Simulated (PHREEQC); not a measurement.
1 kg of water holding 0.3 mol NaHCO3, 0.22 mol KCl and 0.0062 mol Na2CO3 is evaporated at 25 °C; the solids stay in contact with the brine. No CO2 enters from the air. The run lets Halite, Kalicinite, Nahcolite, Natron, Sylvite, Trona precipitate or redissolve, and no other solid.

Model: Pitzer model, pitzer.dat, run in PHREEQC.

Problem. Predict ionic strength, water activity at water left (kg) = 1, 0.8219, 0.03559.

Solution. 
| water left (kg) | ionic strength | water activity |
|---|---|---|
| 1 | 0.541 | 0.983 |
| 0.8219 | 0.659 | 0.980 |
| 0.03559 | 6.13 | 0.809 |

Complexes and solids missing from the database can't appear.
